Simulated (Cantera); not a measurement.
A perfectly stirred reactor is fed with C2H6 : N2 = 1 : 25 (molar parts), at 400 Pa; it is held at 1400 K, and followed from long to short residence time.

Computed with Cantera and GRI-Mech 3.0 (53 species, 325 reactions). GRI-Mech 3.0 stops at C3 and has no aromatics, soot or wall deposition, so with more carbon than oxygen in the feed, carbon stays in small species such as C2H2 where larger ones or solid carbon would form. Radical loss at walls, strong at low pressure, is not modelled.

```csv
quantity,before,after
x(C2H6) at τ = 29.0 s,4.96e-5,1.21e-5
x(CH4) at τ = 29.0 s,0.00549,0.0116
x(CH2) at τ = 29.0 s,1.49e-7,1.25e-10
x(CH3) at τ = 29.0 s,0.000161,6.37e-6
x(H) at τ = 29.0 s,9.18e-5,1.46e-6
x(C2H6) at τ = 92.0 ms,0.00880,0.000575
x(CH4) at τ = 92.0 ms,0.0102,0.00908
x(CH2) at τ = 92.0 ms,2.04e-6,4.71e-9
x(CH3) at τ = 92.0 ms,0.00191,3.58e-5
x(H) at τ = 92.0 ms,0.000119,1.01e-5
```

Q: What was changed between the two runs?
A. temperature 1400 to 1298 K
B. pressure from 400 Pa to 101000 Pa
C. N2 25 to 90 parts
D. N2 25 to 230 parts

A: B, pressure from 400 Pa to 101000 Pa
